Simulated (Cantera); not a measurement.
Mixture: C3H8 : O2 : N2 : CO2 = 1 : 7.69 : 30 : 2.6 (molar parts), equivalence ratio 0.65, at 9.87 atm, adiabatic and at constant volume. Ignition delay is the time to a rise of 400 K.

Computed with Cantera and GRI-Mech 3.0 (53 species, 325 reactions). GRI-Mech 3.0 was tuned for natural gas; its chemistry of propane as a main component is partial and can be far from experiment.

### Question
What does this change do: O2 7.69 to 4.6 parts?

### Answer
```tsv
quantity	before	after
delay at 1000 K	69.1 ms	0.117 s
delay at 1200 K	1.63 ms	2.47 ms
delay at 1400 K	66.6 µs	95.8 µs
delay at 1600 K	7.65 µs	10.8 µs
delay at 1800 K	2.06 µs	2.83 µs
apparent activation energy between 1600 and 1800 K	160 kJ/mol	160 kJ/mol
```
